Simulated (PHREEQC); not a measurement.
NaHS is added in steps, without added water, to 1 kg of water holding 0.045 mol/kgw ZnCl2, 0.00051 mol/kgw NaOH and 8.9e-05 mol/kgw NiCl2, at 20 °C. No oxygen is let in. The system is closed to CO2. The run lets Zn(OH)2-e, Zn5(OH)8Cl2, Ni(OH)2, ZnS(a), Millerite, Halite precipitate or redissolve, and no other solid.

Base run: PHREEQC, ion-association model, wateq4f.dat. Each further column changes one thing. The table gives S in solution (mol/kgw).

```json
[
 {"NaHS added (mol)": "0", "base": "0", "Debye-Hückel limiting law": "0", "metal-ligand complexes left out": "0", "Davies equation for every ion": "0", "all activity coefficients set to 1": "0"},
 {"NaHS added (mol)": "0.005625", "base": "1.13e-5", "Debye-Hückel limiting law": "1.45e-5", "metal-ligand complexes left out": "(withheld)", "Davies equation for every ion": "1.07e-5", "all activity coefficients set to 1": "(withheld)"},
 {"NaHS added (mol)": "0.01125", "base": "5.68e-5", "Debye-Hückel limiting law": "7.22e-5", "metal-ligand complexes left out": "4.69e-5", "Davies equation for every ion": "5.42e-5", "all activity coefficients set to 1": "3.74e-5"},
 {"NaHS added (mol)": "0.01688", "base": "0.000154", "Debye-Hückel limiting law": "0.000193", "metal-ligand complexes left out": "(withheld)", "Davies equation for every ion": "0.000148", "all activity coefficients set to 1": "0.000103"},
 {"NaHS added (mol)": "0.0225", "base": "0.000336", "Debye-Hückel limiting law": "0.000413", "metal-ligand complexes left out": "0.000278", "Davies equation for every ion": "0.000322", "all activity coefficients set to 1": "0.000228"},
 {"NaHS added (mol)": "0.02813", "base": "0.000664", "Debye-Hückel limiting law": "0.000801", "metal-ligand complexes left out": "0.000552", "Davies equation for every ion": "0.000639", "all activity coefficients set to 1": "0.000462"},
 {"NaHS added (mol)": "0.03375", "base": "0.00127", "Debye-Hückel limiting law": "0.00149", "metal-ligand complexes left out": "0.00107", "Davies equation for every ion": "0.00123", "all activity coefficients set to 1": "0.000919"},
 {"NaHS added (mol)": "0.03938", "base": "0.00245", "Debye-Hückel limiting law": "0.00277", "metal-ligand complexes left out": "0.00210", "Davies equation for every ion": "0.00239", "all activity coefficients set to 1": "0.00189"},
 {"NaHS added (mol)": "0.045", "base": "0.00472", "Debye-Hückel limiting law": "0.00508", "metal-ligand complexes left out": "(withheld)", "Davies equation for every ion": "0.00464", "all activity coefficients set to 1": "0.00404"}
]
```

Problem. Some entries are withheld; supply them.

Solution. 
- 0.005625, metal-ligand complexes left out: 9.29e-6
- 0.005625, all activity coefficients set to 1: 7.33e-6
- 0.01688, metal-ligand complexes left out: 0.000128
- 0.045, metal-ligand complexes left out: 0.00418

The polysulfide entries of wateq4f.dat were taken out for this run.
